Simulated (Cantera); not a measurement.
A closed system holds: 1 mol Pb, 16 mol H2.

Equilibrium computed with Cantera from the NASA thermochemical tables; the gas is ideal and each condensed phase is pure. Candidate condensed phases: Pb; 4 gas species. Kinetics and transport are ignored.

Problem. What condenses at these points (T in K, P in Pa): (1450, 10000); (1450, 320000); (1200, 32); (1450, 100); (1100, 100)?

Solution. 
| T (K) | P in Pa | condensed phases | Pb condensed (%) |
|---|---|---|---|
| 1450 | 10000 | gas only | 0.0 |
| 1450 | 320000 | Pb | 92.5 |
| 1200 | 32 | gas only | 0.0 |
| 1450 | 100 | gas only | 0.0 |
| 1100 | 100 | gas only | 0.0 |
